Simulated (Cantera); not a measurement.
**Catalytic stagnation flow on Pt**

A jet of CH4 : O2 : N2 = 0.016 : 0.17 : 0.79 (molar parts) at 300 K and 97.5 Torr hits a platinum plate 2.4 cm away at a mass flux of 0.047 kg/m²/s; the plate temperature is set and raised in steps from an oxygen-covered start.

Cantera simulation using Deutschmann's 1995 Pt surface mechanism with GRI-Mech 3.0 gas chemistry; the numbers are that mechanism's predictions, not measurements. Catalytic surfaces can have several steady states; this one follows from the mechanism file's or the stated starting coverage.

```
plate T (K)  wall x CH4  wall x O2  wall x H2O  wall x OH  wall x CO  wall x CO2  θ free Pt   θ O*
-----------  ----------  ---------  ----------  ---------  ---------  ----------  ---------  -----
900              0.0121      0.165     0.00794    1.76e-8    4.13e-6     0.00520      0.163  0.836
950             0.00967      0.160      0.0125    5.87e-8    4.52e-6     0.00822      0.223  0.776
1000            0.00746      0.155      0.0166    1.66e-7    4.68e-6      0.0109      0.286  0.713
1050            0.00574      0.152      0.0197    4.09e-7    4.74e-6      0.0130      0.351  0.648
1100            0.00449      0.149      0.0220    9.12e-7    4.82e-6      0.0145      0.415  0.584
```
x: mole fraction at the wall; θ: surface coverage.
